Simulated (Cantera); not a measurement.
A closed system holds: 1 mol C₂H₆, 0.036 mol CO₂, a varied amount of N₂, 0.028 mol H₂O, held at 675 K and 0.360 bar.

Points: n(N2) (mol) = 0.4, 0.53, 0.71, 0.95, 1.3, 1.7, 2.2, 3, 4, 5.3, 7.

Cantera's Mixture.equilibrate('TP', solver="vcs", rtol=1e-11, max_steps=5000) on the NASA tables stopped like this:

```
ERROR: FAILURE its = 5001!

*******************************************************************************
CanteraError thrown by MultiPhase::equilibrate:
VCS solver failed. Return code: -1
*******************************************************************************
```

### Question
What got this run through?

### Answer
Several could match; the one computed here: The failure is numerical, not chemical. The same input converged with solver="gibbs", rtol=1e-10, max_steps=50000, and the result passed a check of the equilibrium conditions:
```
log10 of partial pressures in bar; condensed amounts in mol
     n(N2)        N2       CH4        H2       H2O       CO2        CO       NH3     C(gr)
       0.4    -1.207    -0.761    -0.963    -1.825    -3.651    -3.867    -3.930    0.9188
      0.53    -1.110    -0.790    -0.977    -1.850    -3.673    -3.878    -3.903    0.9277
      0.71    -1.015    -0.827    -0.996    -1.883    -3.701    -3.893    -3.884    0.9395
      0.95    -0.929    -0.873    -1.019    -1.924    -3.736    -3.910    -3.875    0.9543
       1.3    -0.845    -0.933    -1.049    -1.976    -3.781    -3.933    -3.878    0.9743
       1.7    -0.781    -0.995    -1.079    -2.029    -3.826    -3.955    -3.892    0.9952
       2.2    -0.726    -1.062    -1.113    -2.088    -3.875    -3.980    -3.916     1.019
         3    -0.670    -1.156    -1.160    -2.167    -3.941    -4.012    -3.958     1.053
         4    -0.626    -1.254    -1.209    -2.250    -4.008    -4.046    -4.010      1.09
       5.3    -0.590    -1.360    -1.262    -2.338    -4.077    -4.081    -4.071     1.132
         7    -0.561    -1.475    -1.319    -2.431    -4.150    -4.117    -4.143     1.178
```

The gas is ideal and each condensed phase is pure.
